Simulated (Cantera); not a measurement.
What does this Cantera script print?

```python
import numpy as np
import cantera as ct

gas = ct.Solution("gri30.yaml", transport_model="mixture-averaged")
show = ['NH3', 'CH4', 'C2H2']

rows = []
print(f"{'T/K':>7s}{'rho':>11s}{'cp':>10s}{'mu':>11s}{'lambda':>11s}{'Pr':>7s}" + "".join(f"{'D_' + s:>11s}" for s in show))
for T in [400, 650, 900, 1150, 1400, 1650, 1900, 2150]:
    gas.TPX = T, 101325, {'N2O': 0.083, 'N2': 0.11, 'NO': 0.38}
    Pr = gas.cp_mass * gas.viscosity / gas.thermal_conductivity
    D = [gas.mix_diff_coeffs_mole[gas.species_index(s)] for s in show]
    rows.append([gas.density, gas.cp_mass, gas.viscosity, gas.thermal_conductivity, Pr, *D])
    print(f"{T:7g}{gas.density:11.4e}{gas.cp_mass:10.1f}{gas.viscosity:11.4e}"
          f"{gas.thermal_conductivity:11.4e}{Pr:7.3f}" + "".join(f"{d:11.4e}" for d in D))
print("SI units: kg/m3, J/kg/K, Pa s, W/m/K, m2/s")
```

Output:

```
    T/K        rho        cp         mu     lambda     Pr      D_NH3      D_CH4     D_C2H2
    400 9.6434e-01    1001.0 2.2320e-05 3.1362e-02  0.712 3.6062e-05 3.5576e-05 2.6489e-05
    650 5.9344e-01    1073.9 3.1581e-05 4.7637e-02  0.712 8.7984e-05 8.2450e-05 6.2166e-05
    900 4.2860e-01    1142.2 3.9378e-05 6.2794e-02  0.716 1.5628e-04 1.4306e-04 1.0843e-04
   1150 3.3542e-01    1186.9 4.6325e-05 7.6809e-02  0.716 2.3867e-04 2.1578e-04 1.6398e-04
   1400 2.7553e-01    1218.8 5.2699e-05 8.9829e-02  0.715 3.3373e-04 2.9960e-04 2.2800e-04
   1650 2.3378e-01    1243.4 5.8653e-05 1.0200e-01  0.715 4.4052e-04 3.9375e-04 2.9990e-04
   1900 2.0302e-01    1262.0 6.4280e-05 1.1345e-01  0.715 5.5836e-04 4.9769e-04 3.7926e-04
   2150 1.7941e-01    1275.9 6.9641e-05 1.2427e-01  0.715 6.8672e-04 6.1094e-04 4.6573e-04
SI units: kg/m3, J/kg/K, Pa s, W/m/K, m2/s
```

Cantera simulation using GRI-Mech 3.0 (53 species, 325 reactions); the numbers are that mechanism's predictions, not measurements. The composition is frozen, though it would react at the higher temperatures.
